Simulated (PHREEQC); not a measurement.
0.023 g of hydrous ferric oxide (600 m²/g; 0.2 weak and 0.005 strong sites per Fe, Dzombak-Morel constants, diffuse double layer) in 1 kg of water with 0.005 mol/kgw of an inert sodium salt and 9.4e-06 mol CuSO4 and 2.2e-07 mol BaCl2, at 25 °C; the pH is set by adding NaOH or the inert anion's acid. Oxygen alone is held at its pressure in air (log pO2 = -0.68). CO2 from the air is kept out. Nothing may precipitate in this run.

Base run: PHREEQC, ion-association model, wateq4f.dat. Each further column changes one thing. The table gives Cu sorbed (%).

```csv
pH,base,no electrostatic term (-no_edl),background salt from 0.005 to 0.0005 mol/kgw,oxide from 0.023 to 0.11 g/kgw,3.1e-05 mol/kgw Na2SO4 added
3,0.0,0.0,0.0,0.0,0.0
3.5,0.0,0.0,0.0,0.2,0.0
4.5,2.3,3.7,2.2,7.8,3.0
5,10.4,16.1,10.6,32.6,12.2
5.5,28.7,49.3,29.6,70.3,…
6.5,87.8,98.2,88.1,99.0,90.6
7,95.2,99.5,…,99.7,95.9
7.5,96.1,99.4,95.8,99.8,96.3
8.5,95.8,95.5,95.8,99.8,95.8
9,95.5,82.4,95.7,99.8,95.5
9.5,95.0,46.1,95.4,99.7,95.0
10.5,92.8,3.8,94.4,…,92.7
11,90.1,0.5,92.8,99.4,90.1
```

Q: Some entries are withheld; supply them.

A: 
- 5.5, 3.1e-05 mol/kgw Na2SO4 added: 32.8
- 7, background salt from 0.005 to 0.0005 mol/kgw: 94.9
- 10.5, oxide from 0.023 to 0.11 g/kgw: 99.6

The database's constant for dissolved Cu(OH)2 is higher than later reviews accept. The oxide is taken as insoluble; below pH 4 it would dissolve.
